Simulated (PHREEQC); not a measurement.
**Hard or scaling water**

Make-up at 65 °C: 6.4e-05 mol Ca(HCO3)2, 0.26 mol Na2SO4 and 0.00017 mol H4SiO4 per kg of water. Closed to the air; pH follows from the charge balance.

All values are PHREEQC results (ion-association model, phreeqc.dat), not measurements.

Each row changes one thing in this solution. No solid was allowed to form.

| case | pH | ionic strength (mol/kgw) | Na+ (mol/kgw) | SO4-2 (mol/kgw) | NaSO4- (mol/kgw) | HCO3- (mol/kgw) | SI of Quartz (SiO2) |
|---|---|---|---|---|---|---|---|
| as made | 7.17 | 0.610 | 0.435 | 0.175 | 0.0848 | 0.000107 | -0.24 |
| Ca(HCO3)2 from 6.4e-05 to 0.00064 mol/kgw | 7.31 | 0.611 | 0.435 | 0.175 | 0.0847 | 0.00108 | -0.24 |
| H4SiO4 from 0.00017 to 0.00034 mol/kgw | 7.13 | 0.610 | 0.435 | 0.175 | 0.0848 | 0.000107 | +0.06 |
| temperature from 65 to 75 °C | (withheld) | 0.609 | 0.434 | 0.174 | 0.0855 | 0.000105 | -0.35 |
| Ca(HCO3)2 replaced by NH4HCO3 at the same molality | 7.03 | 0.610 | 0.435 | 0.175 | 0.0848 | 5.27e-5 | -0.24 |
| 0.047 mol/kgw HBF4 added | 2.35 | 0.599 | 0.447 | 0.146 | 0.0732 | 2.47e-8 | -2.30 |
| H4SiO4 replaced by (NH4)2SiF6 at the same molality | 4.39 | 0.611 | 0.435 | 0.175 | 0.0846 | 2.64e-6 | -0.24 |
| Na2SO4 from 0.26 to 0.52 mol/kgw | 7.08 | 1.11 | (withheld) | 0.297 | 0.223 | 0.000101 | -0.18 |

Q: Fill in the missing entries.

A: 
- temperature from 65 to 75 °C, pH: 7.10
- Na2SO4 from 0.26 to 0.52 mol/kgw, Na+ (mol/kgw): 0.817

The ionic strength passes 0.7 mol/kgw, the rough limit of the ion-association models, in Na2SO4 from 0.26 to 0.52 mol/kgw. Some of these states are supersaturated (in Quartz (slow to form), for instance). Constants without temperature data keep their 25 °C values here. SiF6-2 is the database's only silicon fluoride. Real BF4- forms and hydrolyses slowly; the run takes it at equilibrium.
